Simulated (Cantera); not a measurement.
**Catalytic combustion on Pt**

An isothermal plug-flow reactor at 700 K and 495 Torr (inlet), inlet velocity 2.7 m/s, active area per volume 640 1/m; feed H2 : O2 : N2 = 0.025 : 0.064 : 0.79 (molar parts).

Cantera simulation using Deutschmann's 1995 Pt surface mechanism with GRI-Mech 3.0 gas chemistry; the numbers are that mechanism's predictions, not measurements. Catalytic surfaces can have several steady states; this one follows from the mechanism file's or the stated starting coverage. Mass transfer to the wall is taken as infinitely fast.

```
z (m)        x H2    x O2   x H2O  θ free Pt   θ O*    θ OH*
-------  --------  ------  ------  ---------  -----  -------
0.00087   0.00454  0.0616  0.0242      0.133  0.859  0.00866
0.0017    0.00245  0.0606  0.0264     0.0734  0.920  0.00682
0.0032    0.00131  0.0601  0.0275     0.0415  0.953  0.00529
0.0062   0.000646  0.0597  0.0282     0.0242  0.972  0.00411
0.012    0.000274  0.0596  0.0286     0.0163  0.980  0.00339
0.023     8.24e-5  0.0595  0.0288     0.0130  0.984  0.00305
0.045     1.03e-5  0.0594  0.0288     0.0120  0.985  0.00292
0.087     2.26e-7  0.0594  0.0289     0.0118  0.985  0.00291
```
x: gas mole fraction; θ: surface coverage.
